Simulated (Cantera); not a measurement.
A perfectly stirred reactor is fed with CH4 : CO2 = 1 : 0.73 (molar parts), at 100000 Pa; it is held at 1673 K, and followed from long to short residence time.

Computed with Cantera and GRI-Mech 3.0 (53 species, 325 reactions).

Q: What does this change do: pressure from 100000 Pa to 69000 Pa?

A: 
```json
[
 {"quantity": "x(CH4) at τ = 0.660 s", "before": "0.0527", "after": "0.0547"},
 {"quantity": "x(CO2) at τ = 0.660 s", "before": "0.0433", "after": "0.0470"},
 {"quantity": "x(O) at τ = 0.660 s", "before": "4.50e-11", "after": "6.46e-11"},
 {"quantity": "x(CO) at τ = 0.660 s", "before": "0.302", "after": "0.293"},
 {"quantity": "x(C2H6) at τ = 0.660 s", "before": "2.63e-5", "after": "2.76e-5"},
 {"quantity": "x(CH4) at τ = 10.0 ms", "before": "0.349", "after": "0.369"},
 {"quantity": "x(CO2) at τ = 10.0 ms", "before": "0.322", "after": "0.336"},
 {"quantity": "x(O) at τ = 10.0 ms", "before": "2.70e-11", "after": "3.22e-11"},
 {"quantity": "x(CO) at τ = 10.0 ms", "before": "0.0427", "after": "0.0339"},
 {"quantity": "x(C2H6) at τ = 10.0 ms", "before": "0.000899", "after": "0.000920"}
]
```
